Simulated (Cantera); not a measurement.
Feed: 1 mol borazine, 4.7 mol H₂O, 22 mol H₂, equilibrated at 0.293 Torr.

These are equilibrium values from Cantera (NASA tables, ideal gas, pure condensed phases), not measurements of a reactor. Candidate condensed phases: B, BN, B₂O₃, B₃O₃H₃, H₂O; 39 gas species. The feed counts by its element totals alone. The numbers say what is thermodynamically allowed, not how fast it happens.

x: gas mole fraction; nothing condenses.

```csv
T (K),x H₂,x H,x N₂,x BO,x HBO₂,x B₂O₃,x H₂O,x HBO
1750,0.869,0.0110,0.0455,0.00405,0.0297,0.0188,0.00313,0.0170
1800,0.862,0.0168,0.0453,0.00600,0.0302,0.0173,0.00387,0.0172
1850,0.852,0.0252,0.0451,0.00857,0.0305,0.0157,0.00478,0.0172
1900,0.838,0.0368,0.0448,0.0118,0.0306,0.0140,0.00590,0.0168
1950,0.820,0.0526,0.0443,0.0156,0.0304,0.0123,0.00726,0.0160
2000,0.798,0.0735,0.0437,0.0199,0.0298,0.0105,0.00886,0.0149
2050,0.769,0.101,0.0430,0.0246,0.0287,0.00868,0.0107,0.0136
2100,0.733,?,0.0421,?,0.0270,?,?,?
2150,0.690,0.177,0.0410,0.0342,0.0248,0.00544,0.0147,0.0105
2200,0.640,?,0.0397,?,?,?,?,?
2250,0.582,0.287,0.0382,0.0423,0.0189,0.00296,0.0180,0.00735
2300,0.518,0.353,0.0366,0.0453,0.0156,0.00206,0.0187,0.00593
```

Q: Fill in the missing entries.

A: 
- 2100, x H: 0.135
- 2100, x BO: 0.0295
- 2100, x B₂O₃: 0.00699
- 2100, x H₂O: 0.0127
- 2100, x HBO: 0.0121
- 2200, x H: 0.228
- 2200, x BO: 0.0385
- 2200, x HBO₂: 0.0220
- 2200, x B₂O₃: 0.00408
- 2200, x H₂O: 0.0165
- 2200, x HBO: 0.00889
